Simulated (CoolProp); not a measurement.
Properties of C3F8 (R218) along the isobar 0.67 MPa (Tc = 345.0 K, pc = 2.640 MPa, ω = 0.317).

Model: reference Helmholtz-energy equation of state, Lemmon 2006, in CoolProp. It is a short technical equation, of lower accuracy than the large ones.

```csv
T (K),phase,Z,cp (kJ/(kg K)),speed of sound (m/s),conductivity (mW/(m K))
143.3,liquid,0.05433,0.8094,1020,83.1
164.3,liquid,0.04924,0.8396,887.0,79.5
185.3,liquid,0.04542,0.8742,774.4,75.1
206.3,liquid,0.04255,0.9120,674.6,70.2
227.3,liquid,0.04042,0.9537,582.5,64.7
248.3,liquid,0.03895,1.001,494.8,59.1
269.3,liquid,0.03814,1.058,408.2,53.2
290.3,gas,0.8116,0.9117,96.46,12.4
311.3,gas,0.8633,0.8844,105.7,13.8
332.3,gas,0.8958,0.8889,112.9,15.5
353.3,gas,0.9183,0.9038,118.9,17.2
374.3,gas,0.9348,0.9226,124.3,19.1
395.3,gas,0.9473,0.9428,129.2,21.0
416.3,gas,0.9570,0.9631,133.7,23.0
```

Thermal conductivity comes from a separate model (Huber 2003), an estimate that may be off by 10 % or more.
